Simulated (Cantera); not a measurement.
## Premixed flame

A freely propagating, adiabatic, planar premixed flame of 8.46 % CH4, 19.2 % O2, 72.3 % N2, unburnt at 425 K and 0.987 atm; mixture-averaged transport, grid criteria slope 0.08 and curve 0.16, no radiation.

Detailed kinetics in Cantera: GRI-Mech 3.0 (53 species, 325 reactions). Burning velocities carry a grid error of a few per cent, more on coarse grids.

```json
[
 {"z (mm)": "-1.24", "T (K)": "425", "u (m/s)": "0.611", "x CH4": "0.0845", "x O2": "0.192", "x CO2": "1.14e-7", "x H": "<1e-8", "x NO2": "<1e-8", "x CH3": "<1e-8"},
 {"z (mm)": "-0.826", "T (K)": "426", "u (m/s)": "0.613", "x CH4": "0.0844", "x O2": "0.192", "x CO2": "2.52e-6", "x H": "<1e-8", "x NO2": "<1e-8", "x CH3": "4.73e-8"},
 {"z (mm)": "-0.620", "T (K)": "433", "u (m/s)": "0.624", "x CH4": "0.0838", "x O2": "0.191", "x CO2": "2.19e-5", "x H": "<1e-8", "x NO2": "<1e-8", "x CH3": "2.65e-7"},
 {"z (mm)": "-0.413", "T (K)": "487", "u (m/s)": "0.704", "x CH4": "0.0803", "x O2": "0.187", "x CO2": "0.000298", "x H": "1.02e-8", "x NO2": "6.06e-8", "x CH3": "2.57e-6"},
 {"z (mm)": "-0.207", "T (K)": "866", "u (m/s)": "1.27", "x CH4": "0.0580", "x O2": "0.157", "x CO2": "0.00478", "x H": "4.78e-5", "x NO2": "1.04e-7", "x CH3": "0.000162"},
 {"z (mm)": "-0.103", "T (K)": "1272", "u (m/s)": "1.88", "x CH4": "0.0324", "x O2": "0.118", "x CO2": "0.0132", "x H": "0.000466", "x NO2": "2.74e-8", "x CH3": "0.00112"},
 {"z (mm)": "0", "T (K)": "1657", "u (m/s)": "2.46", "x CH4": "0.00768", "x O2": "0.0729", "x CO2": "0.0273", "x H": "0.00233", "x NO2": "<1e-8", "x CH3": "0.00137"},
 {"z (mm)": "0.103", "T (K)": "1814", "u (m/s)": "2.69", "x CH4": "0.000499", "x O2": "0.0475", "x CO2": "0.0425", "x H": "0.00451", "x NO2": "<1e-8", "x CH3": "0.000141"},
 {"z (mm)": "0.207", "T (K)": "1865", "u (m/s)": "2.75", "x CH4": "1.64e-5", "x O2": "0.0392", "x CO2": "0.0532", "x H": "0.00517", "x NO2": "<1e-8", "x CH3": "5.11e-6"},
 {"z (mm)": "0.413", "T (K)": "1928", "u (m/s)": "2.83", "x CH4": "3.00e-8", "x O2": "0.0343", "x CO2": "0.0631", "x H": "0.00462", "x NO2": "<1e-8", "x CH3": "1.09e-8"},
 {"z (mm)": "0.826", "T (K)": "2003", "u (m/s)": "2.92", "x CH4": "<1e-8", "x O2": "0.0311", "x CO2": "0.0689", "x H": "0.00310", "x NO2": "<1e-8", "x CH3": "<1e-8"},
 {"z (mm)": "1.65", "T (K)": "2078", "u (m/s)": "3.02", "x CH4": "<1e-8", "x O2": "0.0284", "x CO2": "0.0729", "x H": "0.00161", "x NO2": "<1e-8", "x CH3": "<1e-8"},
 {"z (mm)": "3.31", "T (K)": "2137", "u (m/s)": "3.09", "x CH4": "<1e-8", "x O2": "0.0261", "x CO2": "0.0767", "x H": "0.000712", "x NO2": "1.41e-8", "x CH3": "<1e-8"}
]
```
x: mole fraction of selected species; z is measured from the peak of heat release.

```yaml
laminar_burning_velocity: 61.0 cm/s
thermal_thickness: 0.413 mm
peak x(H): 0.00518
peak x(CH3): 0.00172
grid_points: 143
```
